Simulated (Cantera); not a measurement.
An adiabatic, constant-pressure homogeneous reactor starts with CO : H2 : O2 : N2 : CO2 = 1 : 0.089 : 1.7 : 6.4 : 0.48 (molar parts), equivalence ratio 0.32, at 1823 K and 10.0 bar. Integrator tolerance rtol = 1e-08.

Detailed kinetics in Cantera: GRI-Mech 3.0 (53 species, 325 reactions). The hydrogen kinetics of GRI-Mech 3.0 are dated; newer H2 mechanisms differ, most at raised pressure.

Question: What does this change do: H2 0.089 to 0.2 parts?

Answer: 
```json
[
 {"quantity": "time of steepest temperature rise", "before": "2.77 µs", "after": "1.77 µs"},
 {"quantity": "temperature at 2.00 s", "before": "2532 K", "after": "2576 K"},
 {"quantity": "equilibrium temperature", "before": "2532 K", "after": "2576 K"},
 {"quantity": "x(CO) at 2.00 s", "before": "0.00624 (gas-phase equilibrium 0.00624)", "after": "0.00787 (gas-phase equilibrium 0.00787)"},
 {"quantity": "x(H2) at 2.00 s", "before": "5.43e-5 (gas-phase equilibrium 5.43e-5)", "after": "0.000157 (gas-phase equilibrium 0.000157)"},
 {"quantity": "x(O2) at 2.00 s", "before": "0.119 (gas-phase equilibrium 0.119)", "after": "0.112 (gas-phase equilibrium 0.112)"},
 {"quantity": "x(O) at 2.00 s", "before": "0.00186 (gas-phase equilibrium 0.00186)", "after": "0.00222 (gas-phase equilibrium 0.00222)"},
 {"quantity": "x(CO2) at 2.00 s", "before": "0.155 (gas-phase equilibrium 0.155)", "after": "0.152 (gas-phase equilibrium 0.152)"}
]
```
